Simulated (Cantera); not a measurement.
Cantera run:

```python
import numpy as np
import cantera as ct

gas_names = """
    C CN CO CO2 C2 CCN CNC C2N2 C2O C3 C3O2 C4 C4N2 C5 Fe FeC5O5 FeO N NCO NO NO2 NO3 N2 N2O O O2 O3
""".split()
cond_names = """
    C(gr) Fe(a) Fe(c) Fe(d) Fe(L) FeC5O5(L) FeO(s) FeO(L) Fe2O3(s) Fe3O4(s)
""".split()


# ... load() reads the species with a 1 bar reference pressure and builds the phases ...
atoms = {
    'Fe2O3': {'Fe': 2, 'O': 3},
    'C': {'C': 1},
    'N2': {'N': 2},
}
top_T = {'C(gr)': 4500, 'Fe2O3(s)': 1830, 'Fe3O4(s)': 1870}  # K; cautious upper limits of use, not melting points


# ... equilibrate(T, P, feed) seeds the gas with the atoms and calls Mixture.equilibrate('TP', solver="vcs", rtol=1e-11, max_steps=5000) ...
results = []
feed = {'Fe2O3': 1, 'C': 0.84, 'N2': 3}  # mol
P = 170  # Pa
for T in [1850, 1875, 1900, 1925, 1950, 1975, 2000, 2025, 2050, 2075, 2100]:
    mix = equilibrate(T, P, feed)
    results.append((T, P, feed, dict(zip(mix.species_names, mix.species_moles))))

top = {s: max(r[3][s] / sum(r[3][g] for g in gas_names) for r in results) for s in gas_names}
cols = sorted((s for s in top if top[s] > 0.001), key=lambda s: -top[s])[:7]
seen = [c for c in cond_names if any(r[3].get(c, 0) > 1e-12 for r in results)]
print("log10 of partial pressures in bar; condensed amounts in mol")
print(f"{'T/K':>10s}" + "".join(f"{s[:9]:>10s}" for s in cols + seen))
for T, P, feed, n in results:
    ng = sum(n[g] for g in gas_names)
    print(f"{T:10.4g}" + "".join(f"{np.log10(max(n[s] / ng * P / 1e5, 1e-99)):10.3f}" for s in cols)
          + "".join(f"{n.get(c, 0):10.4g}" for c in seen))
```

Result:

```
log10 of partial pressures in bar; condensed amounts in mol
       T/K        N2        CO       CO2        Fe       FeO        O2         O    FeO(L)
      1850    -2.882    -3.558    -4.044    -4.689    -6.442    -7.909    -7.669     1.952
      1875    -2.884    -3.567    -4.021    -4.589    -6.268    -7.633    -7.435      1.94
      1900    -2.885    -3.579    -3.995    -4.496    -6.098    -7.354    -7.202     1.925
      1925    -2.887    -3.593    -3.968    -4.411    -5.934    -7.075    -6.972     1.907
      1950    -2.889    -3.608    -3.940    -4.331    -5.774    -6.794    -6.743     1.888
      1975    -2.892    -3.626    -3.912    -4.258    -5.618    -6.514    -6.516     1.865
      2000    -2.895    -3.646    -3.884    -4.189    -5.467    -6.235    -6.292     1.839
      2025    -2.898    -3.667    -3.858    -4.124    -5.319    -5.959    -6.072      1.81
      2050    -2.903    -3.691    -3.833    -4.062    -5.175    -5.687    -5.856     1.776
      2075    -2.908    -3.716    -3.812    -4.001    -5.035    -5.424    -5.645     1.736
      2100    -2.914    -3.743    -3.794    -3.940    -4.899    -5.170    -5.442     1.686
```

Method: chemical equilibrium by Gibbs-energy minimisation in Cantera with the NASA 1993 tables (ideal gas, pure condensed phases). The tables' stoichiometric FeO is somewhat more stable than real wüstite, so its field is too wide. FeO: taken at fixed stoichiometry.
